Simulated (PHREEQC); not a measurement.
Make-up at 81 °C: 0.016 mol/kgw Pb(NO3)2, 0.63 mol/kgw NaNO3 and 0.0022 mol/kgw Na2SO4. Closed to the air; pH follows from the charge balance.

All values are PHREEQC results (ion-association model, phreeqc.dat), not measurements.

### Question
The ionic strength comes out as 0.661 mol/kgw. What activity coefficients do SO4-2, Na+, Pb2OH+3, PbOH+, PbNO3+ get?

### Answer
SO4-2 0.15, Na+ 0.68, Pb2OH+3 0.051, PbOH+ 0.72, PbNO3+ 0.72.

This is a speciation only: nothing precipitates in the calculation. Saturation is exceeded, for instance for Pb(OH)2, Anglesite; the values hold only as long as no solid forms. Away from 25 °C the constants follow the database's enthalpies or fits; those with neither stay at their 25 °C values.
